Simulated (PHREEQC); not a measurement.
**Acid mine or pickling water**

Model water analysis in mg/kgw, 20 °C, pH 3.8, pe 9.2:

```csv
constituent,mg/kgw
Na,242
K,91.2
Ca,80.1
Mg,33.6
Cl,30.6
S(6) as SO4,963
Si as SiO2,0.579
```

Na is adjusted to close the charge balance.
Valence states are taken as typed.

Computed with PHREEQC (ion-association model, phreeqc.dat).

This is a speciation only: nothing precipitates in the calculation.

### Question
Estimate the ionic strength.

### Answer
ionic strength 0.0293 mol/kgw.

### Question
In which forms is Ca present?

### Answer
Ca+2 70 %, CaSO4 30 % of the Ca.
